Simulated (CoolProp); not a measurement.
R141b along the isotherm 446.3 K: fugacity coefficient from the reference equation and from simpler models built on Tc = 477.5 K, pc = 4212 kPa, ω = 0.220; each cubic takes its own stable root.

Values from CoolProp's reference Helmholtz-energy equation of state, Lemmon 2006. It is a short technical equation, of lower accuracy than the large ones.

| p (kPa) | phase | reference | van der Waals | Redlich-Kwong | Soave-Redlich-Kwong | Peng-Robinson |
|---|---|---|---|---|---|---|
| 702 | gas | 0.9324 | 0.9420 | 0.9318 | 0.9301 | 0.9238 |
| 1400 | gas | 0.8652 | 0.8844 | 0.8650 | 0.8616 | 0.8502 |
| 2110 | gas | 0.7956 | 0.8254 | 0.7974 | 0.7921 | 0.7765 |
| 2810 | liquid | 0.7002 | 0.7653 | 0.7290 | 0.7035 | 0.6830 |
| 3510 | liquid | 0.5752 | 0.6776 | 0.6070 | 0.5810 | 0.5620 |
| 4210 | liquid | 0.4920 | 0.5886 | 0.5221 | 0.4991 | 0.4812 |
| 4910 | liquid | 0.4326 | 0.5250 | 0.4614 | 0.4407 | 0.4235 |
| 5620 | liquid | 0.3876 | 0.4768 | 0.4154 | 0.3964 | 0.3797 |
| 6320 | liquid | 0.3533 | 0.4402 | 0.3802 | 0.3625 | 0.3462 |
| 7020 | liquid | 0.3259 | 0.4111 | 0.3521 | 0.3355 | 0.3194 |
| 7720 | liquid | 0.3036 | 0.3875 | 0.3292 | 0.3135 | 0.2976 |
| 8420 | liquid | 0.2851 | 0.3682 | 0.3102 | 0.2953 | 0.2795 |
| 9130 | liquid | 0.2694 | 0.3519 | 0.2941 | 0.2798 | 0.2641 |
| 9830 | liquid | 0.2562 | 0.3383 | 0.2805 | 0.2668 | 0.2511 |
| 10500 | liquid | 0.2453 | 0.3273 | 0.2694 | 0.2561 | 0.2403 |

At some of these states van der Waals, Redlich-Kwong gives the other phase, because its saturation line lies elsewhere.
